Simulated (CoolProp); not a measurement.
Vapour-liquid equilibrium of dimethyl carbonate (1) + n-nonane (2) at 413.4 K; x and y are mole fractions of (1).

Computed with CoolProp (multi-fluid Helmholtz-energy mixture model, Zhou 2011 and Lemmon 2006; pair parameters Bell 2016).

| x | bubble pressure, mixture model (bar) | bubble pressure, Raoult's law (bar) | y, mixture model | y, Raoult's law |
|---|---|---|---|---|
| 0.05 | ___ | 0.9225 | ___ | 0.217 |
| 0.15 | ___ | 1.246 | 0.629 | 0.481 |
| 0.25 | 2.410 | 1.570 | 0.735 | 0.637 |
| 0.35 | 2.821 | 1.894 | 0.790 | 0.739 |
| 0.45 | 3.116 | 2.218 | 0.824 | 0.811 |
| 0.55 | ___ | 2.542 | 0.848 | 0.865 |
| 0.65 | ___ | 2.866 | 0.869 | 0.907 |
| 0.75 | 3.653 | 3.190 | ___ | 0.940 |
| 0.85 | 3.801 | 3.514 | 0.921 | 0.968 |
| 0.95 | 3.941 | 3.837 | 0.967 | 0.990 |

**Question.** Some entries are withheld; supply them.

**Answer.** 
- 0.05, bubble pressure, mixture model (bar): 1.153
- 0.05, y, mixture model: 0.360
- 0.15, bubble pressure, mixture model (bar): 1.855
- 0.55, bubble pressure, mixture model (bar): 3.331
- 0.65, bubble pressure, mixture model (bar): 3.502
- 0.75, y, mixture model: 0.892

The largest gap from Raoult's law is +53.5 % in bubble pressure, at x = 0.25. No azeotrope shows between x = 0.05 and 0.95.

Pair parameters are fitted to limited data, so mixtures are less certain than the pure fluids. With so large a gap from Raoult's law the liquid may split in two, which this calculation doesn't test in full.
